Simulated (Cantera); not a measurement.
Predominance diagram of Ca at 1500 K against the partial pressures of O2 and Cl2 (log10, bar). Cantera with NASA thermochemical tables; ideal gases at 1 bar, condensed phases pure. Candidates: Ca(l), CaCl2(l), CaO(s). Only these pure phases compete in this equilibrium. Not in the tables: oxide halides.

**Question.** Which phase is stable at these pairs, and which metal-bearing vapour leads over it? (-4.5, -11.8); (0, -12.9); (0, -4.3); (-1.1, -12.9); (-2.2, -6.5); (-2.2, -14); (-15.8, -11.8)

**Answer.** 
```json
[
 {"log p(O2)": "-4.5", "log p(Cl2)": "-11.8", "phase": "CaO(s)", "chief vapour": "CaCl2", "log p (bar)": "-8.7"},
 {"log p(O2)": "0", "log p(Cl2)": "-12.9", "phase": "CaO(s)", "chief vapour": "CaCl2", "log p (bar)": "-12.1"},
 {"log p(O2)": "0", "log p(Cl2)": "-4.3", "phase": "CaO(s)", "chief vapour": "CaCl2", "log p (bar)": "-3.5"},
 {"log p(O2)": "-1.1", "log p(Cl2)": "-12.9", "phase": "CaO(s)", "chief vapour": "CaCl2", "log p (bar)": "-11.5"},
 {"log p(O2)": "-2.2", "log p(Cl2)": "-6.5", "phase": "CaO(s)", "chief vapour": "CaCl2", "log p (bar)": "-4.6"},
 {"log p(O2)": "-2.2", "log p(Cl2)": "-14", "phase": "CaO(s)", "chief vapour": "CaCl2", "log p (bar)": "-12.1"},
 {"log p(O2)": "-15.8", "log p(Cl2)": "-11.8", "phase": "CaO(s)", "chief vapour": "CaCl2", "log p (bar)": "-3.1"}
]
```
